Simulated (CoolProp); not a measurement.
Computed with CoolProp (reference Helmholtz-energy equation of state, Lemmon 2022).

### Question
For R1234yf, give the phase and the density (kg/m³), isothermal compressibility (1/MPa), expansivity (1/kK), Prandtl number at 407.9 K and 14800 kPa.

### Answer
- 407.9 K and 14800 kPa: supercritical; density 834, isothermal compressibility 0.0188, expansivity 4.17, Prandtl number 2.19

Viscosity comes from a separate model (Bell 2016), an estimate that may be off by 10 % or more. Thermal conductivity comes from a separate model (Perkins 2011).
